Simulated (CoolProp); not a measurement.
The fluid at 514.72 K and 0.232 MPa flows at 24 m/s in a round tube of 4.6 mm bore and 15 µm roughness, fully developed (64/Re and Nu = 3.66 if laminar; Colebrook and Gnielinski if turbulent). The same conditions are run with several fluids, on thermodynamics alone (safety and materials aside).

Model: reference Helmholtz-energy equation of state of each fluid (n-hexane: Thol 2019; ethylbenzene: Zhou 2012; sulfur hexafluoride: Guder 2009; n-butane: Bücker 2006; n-heptane: Span 2003), in CoolProp.

Problem. Rank n-hexane, ethylbenzene, sulfur hexafluoride, n-butane, n-heptane by Reynolds number, highest first.

Solution. n-heptane (61600), ethylbenzene (55300), n-hexane (49200), sulfur hexafluoride (35900), n-butane (27900)

```json
[
 {"fluid": "n-hexane", "Darcy friction factor": "0.0292", "pressure drop (Pa/m)": "8760", "heat-transfer coefficient (W/(m² K))": "1240", "mass flow (kg/h)": "6.89"},
 {"fluid": "ethylbenzene", "Darcy friction factor": "0.0289", "pressure drop (Pa/m)": "10900", "heat-transfer coefficient (W/(m² K))": "1170", "mass flow (kg/h)": "8.64"},
 {"fluid": "sulfur hexafluoride", "Darcy friction factor": "0.0299", "pressure drop (Pa/m)": "14900", "heat-transfer coefficient (W/(m² K))": "711", "mass flow (kg/h)": "11.4"},
 {"fluid": "n-butane", "Darcy friction factor": "0.0307", "pressure drop (Pa/m)": "6110", "heat-transfer coefficient (W/(m² K))": "873", "mass flow (kg/h)": "4.57"},
 {"fluid": "n-heptane", "Darcy friction factor": "0.0287", "pressure drop (Pa/m)": "10100", "heat-transfer coefficient (W/(m² K))": "1440", "mass flow (kg/h)": "8.09"}
]
```

Transport values come from each fluid's own correlations; those of ethylbenzene are estimates that may be off by 10 % or more.
